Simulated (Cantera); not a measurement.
## Thermodynamics of carbon deposition, reforming and gasification, feed C2H6 + NH3 + H2 + H2O

Input: 1 mol C2H6, 0.015 mol NH3, 0.52 mol H2, a varied amount of H2O, held at 1673.15 K and 133 Pa.

These are equilibrium values from Cantera (NASA tables, ideal gas, pure condensed phases), not measurements of a reactor. Candidate condensed phases: C, C6H6, C7H8, C8H18, H2O; 136 gas species. Kinetics and transport are ignored.

From 0.35 mol H2O to 1.8 mol H2O the condensed part is C(graphite). From 2.7 mol H2O to 4.1 mol H2O nothing is condensed. The main C-bearing gas is CO throughout.

```
n(H2O) (mol)   x H2    x CO    x H2O    x CO2      x H      x N2     x HCN  n C(graphite)
------------  -----  ------  -------  -------  -------  --------  --------  -------------
0.35          0.913  0.0822  5.62e-8  1.53e-9  0.00298   0.00170  0.000124           1.65
0.52          0.882   0.113  7.48e-8  2.90e-9  0.00293   0.00157  0.000117           1.48
0.79          0.842   0.154  9.70e-8  5.36e-9  0.00287   0.00140  0.000108           1.21
1.2           0.794   0.201  1.20e-7  9.19e-9  0.00278   0.00121   9.78e-5          0.799
1.8           0.745   0.251  1.40e-7  1.43e-8  0.00270   0.00100   8.62e-5          0.199
2.7           0.678   0.234   0.0767  0.00801  0.00257  0.000908  1.21e-10              0
4.1           0.592   0.188    0.198   0.0190  0.00240  0.000776  2.84e-11              0
```
x: gas mole fraction; n: condensed amount in mol.
